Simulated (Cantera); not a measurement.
Mixture: H2 : O2 : N2 = 1 : 0.278 : 1.04 (molar parts), equivalence ratio 1.8, at 95000 Pa, adiabatic and at constant volume. Ignition delay is the time to a rise of 400 K.

Cantera simulation using the H2/O2 subset of GRI-Mech 3.0, which has no nitrogen chemistry; the numbers are that mechanism's predictions, not measurements. Where the delays flatten at high temperature, the 400 K rule measures the pace of heat release, not the induction time.

### Question
What does this change do: O2 0.278 to 0.22 parts?

### Answer
| quantity | before | after |
|---|---|---|
| delay at 1075 K | 0.124 ms | 0.149 ms |
| delay at 1175 K | 58.9 µs | 70.7 µs |
| delay at 1275 K | 35.1 µs | 42.2 µs |
| delay at 1375 K | 23.7 µs | 28.8 µs |
| delay at 1475 K | 17.6 µs | 22.0 µs |
